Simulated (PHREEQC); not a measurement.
Dissolve 33 mmol/kgw HF, 160 mmol/kgw NaF and 69 mmol/kgw H2SO4 at 65 °C. Closed to the air; pH follows from the charge balance.

Computed with PHREEQC (ion-association model, wateq4f.dat).

- pH: 2.59
- ionic strength: 0.197 mol/kgw
- activity of water: 0.993
- total alkalinity: -171 meq/kg

| species | molality | activity | log γ |
|---|---|---|---|
| Na+ | 0.148 | 0.107 | -0.139 |
| HF | 0.125 | 0.131 | 0.020 |
| SO4-2 | 0.0460 | 0.0124 | -0.570 |
| F- | 0.0228 | 0.0158 | -0.161 |
| HF2- | 0.0131 | 0.00905 | -0.161 |
| HSO4- | 0.0116 | 0.00829 | -0.147 |
| NaSO4- | 0.0114 | 0.00833 | -0.136 |
| H2F2 | 0.00907 | 0.00949 | 0.020 |
| H+ | 0.00325 | 0.00255 | -0.105 |
| NaF | 0.000930 | 0.000973 | 0.020 |

Precipitation was switched off in this run. wateq4f.dat counts part of the HF as a dimer, H2F2, which phreeqc.dat doesn't know; its constant is uncertain. At this temperature some constants are extrapolated from 25 °C, and those without enthalpy data are left unchanged.
